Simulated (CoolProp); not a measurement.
Computed with CoolProp (reference Helmholtz-energy equation of state, de Reuck 1993).

Q: For methanol, give the phase and the cp (kJ/(kg K)), Prandtl number at 173.05 °C and 31.5 kPa; 173.05 °C and 699 kPa.

A: 
- 173.05 °C and 31.5 kPa: gas; cp 1.74, Prandtl number 0.818
- 173.05 °C and 699 kPa: gas; cp 2.10, Prandtl number 0.926

Viscosity comes from a separate model (Xiang 2006). Thermal conductivity comes from a separate model (Sykioti 2013).
